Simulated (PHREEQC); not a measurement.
A solution holds 2.1 mmol/kgw KOH, 9.3 mmol/kgw H3BO3 and 23 mmol/kgw Na2CO3, at 28 °C and 500 atm. Closed to the air; pH follows from the charge balance.

Computed with PHREEQC (ion-association model, phreeqc.dat).

Each row changes one thing in this solution. Precipitation was switched off in this run.

| case | pH | ionic strength (mol/kgw) | Na+ (mol/kgw) | CO3-2 (mol/kgw) | H2BO3- (mol/kgw) | HCO3- (mol/kgw) |
|---|---|---|---|---|---|---|
| as made | 10.06 | 0.0550 | 0.0414 | 0.0115 | 0.00882 | 0.00682 |
| KOH from 0.0021 to 0.00021 mol/kgw | ___ | 0.0522 | 0.0417 | 0.0103 | 0.00865 | 0.00842 |
| Na2CO3 from 0.023 to 0.0207 mol/kgw | 10.01 | 0.0498 | 0.0376 | 0.0101 | 0.00877 | 0.00675 |
| H3BO3 from 0.0093 to 0.00186 mol/kgw | 10.86 | 0.0580 | 0.0401 | 0.0157 | 0.00184 | 0.00143 |
| 0.0041 mol/kgw KH2PO4 added | 9.76 | 0.0615 | 0.0422 | 0.00897 | 0.00840 | 0.0103 |
| KOH left out | ___ | 0.0519 | 0.0418 | 0.0101 | 0.00863 | 0.00860 |
| temperature from 28 to 10 °C | 10.31 | 0.0597 | 0.0437 | 0.0139 | 0.00893 | 0.00675 |
| H3BO3 from 0.0093 to 0.0186 mol/kgw | 9.53 | 0.0517 | 0.0430 | 0.00661 | 0.0157 | 0.0133 |
| 0.00027 mol/kgw ZnSO4 added | ___ | 0.0553 | 0.0415 | 0.0112 | 0.00881 | 0.00680 |

### Question
What belongs in the gaps?

### Answer

- KOH from 0.0021 to 0.00021 mol/kgw, pH: 9.92
- KOH left out, pH: 9.90
- 0.00027 mol/kgw ZnSO4 added, pH: 10.04

Species that the database lacks are ignored. Under pressure, the constants of complexes without a molar volume in the database are unreliable. At this temperature some constants are extrapolated from 25 °C, and those without enthalpy data are left unchanged. The database's zinc carbonate complexes are estimates, stronger than later reviews accept.
